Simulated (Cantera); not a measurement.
## MgCO₃ + SO₃ + CO₂ (roasting and sulfation)

Charge: 1 mol MgCO₃, 0.27 mol SO₃, 0.13 mol CO₂, equilibrated at 0.200 bar.

Cantera equilibrium calculation (NASA polynomials, part measured and part estimated; ideal gas, pure solids and liquids). Candidate condensed phases: C, Mg, MgCO₃, MgO, MgS, MgSO₄, S; 26 gas species. Mutual solubility and eutectic melting of coexisting phases are not modelled. Kinetics and transport are ignored.

```json
[
 {"T (K)": "950", "log p CO₂": "-0.70", "log p SO₂": "-4.29", "log p O₂": "-4.59", "log p SO₃": "-6.06", "log p CO": "-9.40", "log p O": "<-12", "log p SO": "<-12", "n MgO(s)": "0.730", "n MgSO₄(s)": "0.270"},
 {"T (K)": "1000", "log p CO₂": "-0.70", "log p SO₂": "-3.60", "log p O₂": "-3.90", "log p SO₃": "-5.29", "log p CO": "-8.97", "log p O": "-11.75", "log p SO": "<-12", "n MgO(s)": "0.731", "n MgSO₄(s)": "0.269"},
 {"T (K)": "1050", "log p CO₂": "-0.70", "log p SO₂": "-2.98", "log p O₂": "-3.28", "log p SO₃": "-4.60", "log p CO": "-8.58", "log p O": "-10.81", "log p SO": "-12.30", "n MgO(s)": "0.736", "n MgSO₄(s)": "0.264"},
 {"T (K)": "1100", "log p CO₂": "-0.71", "log p SO₂": "-2.42", "log p O₂": "-2.72", "log p SO₃": "-3.98", "log p CO": "-8.23", "log p O": "-9.96", "log p SO": "-11.34", "n MgO(s)": "0.753", "n MgSO₄(s)": "0.247"},
 {"T (K)": "1150", "log p CO₂": "-0.74", "log p SO₂": "-1.91", "log p O₂": "-2.21", "log p SO₃": "-3.41", "log p CO": "-7.93", "log p O": "-9.18", "log p SO": "-10.46", "n MgO(s)": "0.810", "n MgSO₄(s)": "0.190"},
 {"T (K)": "1200", "log p CO₂": "-0.83", "log p SO₂": "-1.47", "log p O₂": "-1.77", "log p SO₃": "-2.94", "log p CO": "-7.71", "log p O": "-8.48", "log p SO": "-9.67", "n MgO(s)": "1.00", "n MgSO₄(s)": "0"},
 {"T (K)": "1250", "log p CO₂": "-0.83", "log p SO₂": "-1.46", "log p O₂": "-1.76", "log p SO₃": "-3.10", "log p CO": "-7.22", "log p O": "-8.04", "log p SO": "-9.14", "n MgO(s)": "1.00", "n MgSO₄(s)": "0"},
 {"T (K)": "1300", "log p CO₂": "-0.83", "log p SO₂": "-1.46", "log p O₂": "-1.76", "log p SO₃": "-3.25", "log p CO": "-6.77", "log p O": "-7.63", "log p SO": "-8.65", "n MgO(s)": "1.00", "n MgSO₄(s)": "0"}
]
```
log p: log10 of the partial pressure in bar; n: condensed amount in mol.

From 950 K to 1150 K the condensed part is MgO(s) + MgSO₄(s). From 1200 K to 1300 K the condensed part is MgO(s).
